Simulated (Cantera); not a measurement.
**Low-pressure radical oxidation in H2/O2**

An isothermal, constant-pressure homogeneous reactor starts with 12.3 % H₂, 87.7 % O₂, equivalence ratio 0.070, at 1025 K and 10.00 Torr.

Computed with Cantera and GRI-Mech 3.0 (53 species, 325 reactions). Radical loss at walls, strong at low pressure, is not modelled. The temperature is held fixed by assumption; the heat of reaction is taken as removed at once.

| t (s) | x H₂ | x O₂ | x OH | x HO₂ | x H₂O₂ | x O |
|---|---|---|---|---|---|---|
| 3.00e-5 | 0.123 | 0.877 | 5.65e-12 | 6.12e-11 | <1e-12 | 6.65e-12 |
| 0.000103 | 0.123 | 0.877 | 4.32e-11 | 2.10e-10 | <1e-12 | 6.70e-11 |
| 0.000353 | 0.123 | 0.877 | 3.90e-10 | 7.33e-10 | <1e-12 | 8.13e-10 |
| 0.00121 | 0.123 | 0.877 | 4.84e-8 | 4.70e-9 | 3.22e-12 | 1.07e-7 |
| 0.00416 | 0.0297 | 0.829 | 0.00582 | 9.78e-6 | 4.18e-7 | 0.0249 |
| 0.0143 | 0.00189 | 0.851 | 0.00238 | 1.06e-5 | 2.50e-7 | 0.0150 |
| 0.0490 | 0.000183 | 0.867 | 0.000662 | 5.32e-6 | 2.37e-7 | 0.00146 |
| 0.168 | 1.26e-5 | 0.869 | 0.000177 | 1.10e-6 | 1.17e-7 | 0.000106 |
| 0.577 | 1.23e-6 | 0.869 | 5.95e-5 | 1.77e-7 | 4.20e-8 | 1.19e-5 |
| 1.98 | 1.86e-7 | 0.869 | 2.46e-5 | 3.45e-8 | 1.43e-8 | 2.02e-6 |
| 6.79 | 3.78e-8 | 0.869 | 1.14e-5 | 8.11e-9 | 4.77e-9 | 4.38e-7 |
| 23.3 | 9.06e-9 | 0.869 | 5.69e-6 | 2.30e-9 | 1.54e-9 | 1.09e-7 |
| 80.0 | 2.38e-9 | 0.869 | 2.94e-6 | 1.03e-9 | 4.81e-10 | 2.90e-8 |
x: mole fraction; the columns are a selection and need not sum to one.

Equilibrium at this temperature and pressure: H₂ 2.21e-10, O₂ 0.869, OH 8.92e-7, HO₂ 1.55e-9, H₂O₂ 5.42e-11, O 2.68e-9 (gas phase only).
